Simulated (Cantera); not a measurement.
A closed system holds: 1 mol PbO, 5.3 mol C, 0.66 mol N₂, held at 0.133 bar.

These are equilibrium values from Cantera (NASA tables, ideal gas, pure condensed phases), not measurements of a reactor. Candidate condensed phases: C, Pb, PbO, PbO₂, Pb₃O₄; 27 gas species. Kinetics and transport are ignored.

log p: log10 of the partial pressure in bar; n: condensed amount in mol.

```
T (K)  log p CO  log p N₂    log p Pb   log p CO₂  n C(graphite)  n Pb(l)
-----  --------  --------  ----------  ----------  -------------  -------
1175      -1.10     -1.28       -3.36       -3.76           4.30    0.995
1200      -1.10     -1.28  (withheld)  (withheld)           4.30    0.992
1225      -1.10     -1.28       -3.03       -4.07           4.30    0.988
1250      -1.10     -1.28       -2.87       -4.22           4.30    0.983
1275      -1.10     -1.28       -2.72       -4.36           4.30    0.976
1300      -1.10     -1.28  (withheld)  (withheld)           4.30    0.967
1325      -1.11     -1.29       -2.44       -4.63           4.30    0.954
```

Task: What belongs in the gaps?

Result: 
- 1200, log p Pb: -3.19
- 1200, log p CO₂: -3.92
- 1300, log p Pb: -2.58
- 1300, log p CO₂: -4.49
